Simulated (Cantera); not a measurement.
A closed system holds: 1 mol Zr, 29 mol H₂O, 7.1 mol H₂, equilibrated at 11.0 Pa.

These are equilibrium values from Cantera (NASA tables, ideal gas, pure condensed phases), not measurements of a reactor. Candidate condensed phases: H₂O, Zr, ZrO₂; 12 gas species. Rates play no part. All values below are at 1500 °C.

Base state: H₂O 0.739, H₂ 0.245, H 0.0134, OH 0.00251, O₂ 0.000144, O 0.000107 (mole fractions); condensed: ZrO₂(tetragonal).

Task: What changes in the equilibrium state with this change: Zr replaced by Ta(OEt)₅?

Result: 
| species | before | after |
|---|---|---|
| H₂ | 0.245 | 0.476 |
| H₂O | 0.739 | 0.335 |
| CO | 0 | 0.142 |
| CO₂ | 0 | 0.0270 |
| H | 0.0134 | 0.0187 |
| O₂ | 0.000144 | 7.86e-6 |
| O | 0.000107 | 2.51e-5 |
| ZrO₂(tetragonal), mol | 1.00 | 0 |
| Ta₂O₅(s), mol | 0 | 0.500 |
The feed counts by its element totals alone. Further candidate phases: C, C₆H₆, C₇H₈, C₈H₁₈, Ta, TaC, Ta₂O₅.

Task: What changes in the equilibrium state with this change: Zr replaced by Nb?

Result: 
```csv
species,before,after
H₂O,0.739,0.725
H₂,0.245,0.258
H,0.0134,0.0138
NbO₂,0,0.000159
O₂,0.000144,0.000125
O,0.000107,0.000100
OH,0.00251,0.00240
"ZrO₂(tetragonal), mol",1.00,0
"Nb₂O₅(s), mol",0,0.497
```
Condensed phases not in the tables: the oxides between NbO₂ and Nb₂O₅. Further candidate phases: Nb, NbO, NbO₂, Nb₂O₅.
